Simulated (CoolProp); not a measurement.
Properties of R227EA along the isotherm 289 K (Tc = 374.9 K, pc = 2.925 MPa, ω = 0.358).

The numbers come from the reference Helmholtz-energy equation of state, Lemmon 2016 in CoolProp.

```tsv
p (MPa)	phase	expansivity (1/kK)	Prandtl number
0.00463	gas	3.478	0.696
0.00781	gas	3.490	0.697
0.0132	gas	3.510	0.697
0.0222	gas	3.545	…
0.0375	gas	3.605	…
0.0633	gas	3.712	…
0.107	gas	3.906	0.710
0.18	gas	…	0.720
0.304	gas	5.087	0.742
0.514	liquid	…	…
0.867	liquid	2.803	5.06
1.46	liquid	2.746	…
```

Question: Complete the blanks.

Answer: 
- 0.0222, Prandtl number: 0.698
- 0.0375, Prandtl number: 0.700
- 0.0633, Prandtl number: 0.704
- 0.18, expansivity (1/kK): 4.276
- 0.514, expansivity (1/kK): 2.838
- 0.514, Prandtl number: 5.05
- 1.46, Prandtl number: 5.08

Viscosity comes from a separate model (Huber 2003), an estimate that may be off by 10 % or more. Thermal conductivity comes from a separate model (Huber 2003), an estimate that may be off by 10 % or more.
